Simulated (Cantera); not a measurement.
Source: NASA polynomial tables (part measured, part estimated), evaluated in Cantera. Values are per mole of reaction as written; species without (g) are pure solids or liquids, kept so even where they would boil at 1 bar.

Question: Between 300 and 523 K, where is each reaction favourable under standard conditions?
- Pb + Cl₂(g) ⇌ PbCl₂(g)
- 0.6667 Ti + Cl₂(g) ⇌ 0.6667 TiCl₃(g)
- 0.6667 Ti + Cl₂(g) ⇌ 0.6667 TiCl₃

Answer: 
- Pb + Cl₂(g) ⇌ PbCl₂(g): ΔG° is -183 kJ at 300 K and -189 kJ at 523 K; it stays negative (K > 1). ΔH° is -176 kJ and ΔS° 26 J/K at 523 K.
- 0.6667 Ti + Cl₂(g) ⇌ 0.6667 TiCl₃(g): ΔG° is -350 kJ at 300 K and -343 kJ at 523 K; it stays negative (K > 1). ΔH° is -360 kJ and ΔS° -33 J/K at 523 K.
- 0.6667 Ti + Cl₂(g) ⇌ 0.6667 TiCl₃: ΔG° is -436 kJ at 300 K and -403 kJ at 523 K; it stays negative (K > 1). ΔH° is -478 kJ and ΔS° -143 J/K at 523 K.
